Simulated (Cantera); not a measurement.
Feed: 1 mol SiCl4, 0.054 mol HCl, 100 mol H2, equilibrated at 1.00 bar.

Method: chemical equilibrium by Gibbs-energy minimisation in Cantera with the NASA 1993 tables (ideal gas, pure condensed phases). Candidate condensed phases: Si; 19 gas species. The numbers say what is thermodynamically allowed, not how fast it happens.

### Question
What share of the Si ends up in condensed phases as a function of T (K), at 900, 950, 1000, 1050, 1100, 1150, 1200?

### Answer
```
T (K)  Si condensed (%)     as
-----  ----------------  -----
900                 0.0      -
950                 0.0      -
1000                0.0      -
1050                1.4  Si(s)
1100               10.0  Si(s)
1150               19.6  Si(s)
1200               29.7  Si(s)
```
